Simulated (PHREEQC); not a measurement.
0.24 g of hydrous ferric oxide (600 m²/g; 0.2 weak and 0.005 strong sites per Fe, Dzombak-Morel constants, diffuse double layer) in 1 kg of water with 0.005 mol/kgw of an inert sodium salt and 1.2 mmol/kgw CuSO4, at 25 °C; the pH is set by adding NaOH or the inert anion's acid. Oxygen alone is held at its pressure in air (log pO2 = -0.68). CO2 from the air is kept out. Precipitation was switched off in this run.

Base run: PHREEQC, ion-association model, wateq4f.dat. Each further column changes one thing. The table gives Cu sorbed (%).

```tsv
pH	base	no electrostatic term (-no_edl)	background salt from 0.005 to 0.0005 mol/kgw	oxide from 0.24 to 1.2 g/kgw
4	1.2	(withheld)	1.2	6.1
4.5	4.2	(withheld)	4.3	20.1
5.5	26.6	41.4	26.4	(withheld)
6	30.8	(withheld)	30.4	98.1
6.5	32.0	46.0	31.5	99.6
7.5	31.6	46.0	31.1	(withheld)
8	29.8	46.0	29.4	99.3
8.5	26.4	(withheld)	26.2	(withheld)
9.5	22.8	41.6	22.7	97.2
10	22.4	26.7	22.3	96.6
10.5	22.0	7.8	22.1	95.7
11.5	20.4	0.4	20.8	89.9
12	18.1	0.0	18.6	79.6
```

**Question.** Fill in the missing entries.

**Answer.** 
- 4, no electrostatic term (-no_edl): 1.5
- 4.5, no electrostatic term (-no_edl): 6.6
- 5.5, oxide from 0.24 to 1.2 g/kgw: 88.7
- 6, no electrostatic term (-no_edl): 45.5
- 7.5, oxide from 0.24 to 1.2 g/kgw: 99.7
- 8.5, no electrostatic term (-no_edl): 45.9
- 8.5, oxide from 0.24 to 1.2 g/kgw: 98.5

In at least one series the solution becomes supersaturated in solids that the run did not let form, among them Cu(OH)2, Brochantite, Antlerite. The database's constant for dissolved Cu(OH)2 is higher than later reviews accept.
